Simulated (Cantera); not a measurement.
Mixture: CH4 : O2 : N2 = 1 : 3.08 : 11.6 (molar parts), equivalence ratio 0.65, at 10.0 bar, adiabatic and at constant volume. Ignition delay is the time to a rise of 400 K.

Cantera simulation using GRI-Mech 3.0 (53 species, 325 reactions); the numbers are that mechanism's predictions, not measurements.

Q: At T0 = 1425 K, what is the delay, and which 5 reactions control it most (d ln τ / d ln k, from doubling and halving each rate constant)?

A: The delay is 0.308 ms.
```json
[
 {"reaction": "2 CH3 (+M) <=> C2H6 (+M)", "d ln τ / d ln k": "0.48", "faster rate": "lengthens it"},
 {"reaction": "CH3 + O2 <=> CH3O + O", "d ln τ / d ln k": "-0.45", "faster rate": "shortens it"},
 {"reaction": "CH3 + HO2 <=> CH3O + OH", "d ln τ / d ln k": "-0.32", "faster rate": "shortens it"},
 {"reaction": "H + O2 <=> O + OH", "d ln τ / d ln k": "-0.26", "faster rate": "shortens it"},
 {"reaction": "CH3 + O2 <=> CH2O + OH", "d ln τ / d ln k": "-0.23", "faster rate": "shortens it"}
]
```
